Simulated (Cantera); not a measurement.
A Cantera script and its output.

```python
import numpy as np
import cantera as ct

gas = ct.Solution("gri30.yaml")
gas.TPX = 1325, 101325, {'C2H6': 1, 'N2': 46}
reactor = ct.IdealGasConstPressureReactor(gas, energy="off", clone=False)
net = ct.ReactorNet([reactor])
net.rtol, net.atol = 1e-08, 1e-18
show = ['C2H6', 'C2H2', 'C2H4', 'CH3', 'H', 'CH2']
times = np.geomspace(8e-05, 200, 14)

steps = ct.SolutionArray(gas, extra=["t"])
rows = []
print(f"{'t/s':>10s}{'T/K':>9s}{'P/Pa':>11s}" + "".join(f"{s:>11s}" for s in show))
for t in times:
    while net.time < t:
        t_next = net.step()
        steps.append(gas.state, t=t_next)
    rows.append([np.interp(t, steps.t, y) for y in (steps.T, steps.P, *steps(*show).X.T)])
    print(f"{t:10.3e}{rows[-1][0]:9.1f}{rows[-1][1]:11.4g}" + "".join(f"{x:11.3e}" for x in rows[-1][2:]))
rate = np.gradient(steps.T, steps.t)
print("integrator steps:", len(steps.t))
if steps.T.max() > steps.T[0] + 200:
    print(f"time of steepest temperature rise: {steps.t[rate.argmax()]:.4e} s")
gas.TPX = 1325, 101325, {'C2H6': 1, 'N2': 46}
gas.equilibrate("TP")
print(f"equilibrium (TP): T = {gas.T:.1f} K  " + "  ".join(f"{s} {gas[s].X[0]:.3e}" for s in show))
```

Output:

```
       t/s      T/K       P/Pa       C2H6       C2H2       C2H4        CH3          H        CH2
 8.000e-05   1325.0  1.013e+05  2.115e-02  2.424e-08  7.560e-05  5.596e-05  2.151e-06  6.465e-09
 2.485e-04   1325.0  1.013e+05  2.031e-02  3.195e-06  8.116e-04  9.398e-05  4.742e-06  2.270e-08
 7.716e-04   1325.0  1.013e+05  1.730e-02  6.697e-05  3.468e-03  9.113e-05  5.413e-06  2.331e-08
 2.396e-03   1325.0  1.013e+05  9.897e-03  7.143e-04  9.530e-03  6.708e-05  6.540e-06  1.708e-08
 7.442e-03   1325.0  1.013e+05  1.569e-03  4.152e-03  1.353e-02  2.325e-05  5.980e-06  4.062e-09
 2.311e-02   1325.0  1.013e+05  9.212e-05  8.664e-03  1.021e-02  5.173e-06  1.981e-06  2.514e-10
 7.178e-02   1325.0  1.013e+05  9.857e-06  1.168e-02  7.194e-03  1.696e-06  7.233e-07  2.727e-11
 2.229e-01   1325.0  1.013e+05  3.926e-06  1.458e-02  4.229e-03  1.115e-06  5.133e-07  1.160e-11
 6.923e-01   1325.0  1.013e+05  1.724e-06  1.694e-02  1.805e-03  8.268e-07  4.019e-07  6.274e-12
 2.150e+00   1325.0  1.013e+05  1.226e-06  1.747e-02  1.250e-03  7.483e-07  3.645e-07  5.075e-12
 6.677e+00   1325.0  1.013e+05  1.225e-06  1.743e-02  1.236e-03  7.600e-07  3.588e-07  5.093e-12
 2.074e+01   1325.0  1.013e+05  1.242e-06  1.732e-02  1.215e-03  7.946e-07  3.455e-07  5.183e-12
 6.440e+01   1325.0  1.013e+05  1.295e-06  1.709e-02  1.171e-03  8.676e-07  3.208e-07  5.382e-12
 2.000e+02   1325.0  1.013e+05  1.378e-06  1.681e-02  1.121e-03  9.499e-07  2.975e-07  5.620e-12
integrator steps: 1462
equilibrium (TP): T = 1325.0 K  C2H6 4.913e-07  C2H2 4.713e-03  C2H4 3.478e-04  CH3 5.746e-07  H 3.085e-07  CH2 3.185e-12
```

Detailed kinetics in Cantera: GRI-Mech 3.0 (53 species, 325 reactions). GRI-Mech 3.0 stops at C3 and has no aromatics, soot or wall deposition, so with more carbon than oxygen in the feed, carbon stays in small species such as C2H2 where larger ones or solid carbon would form.
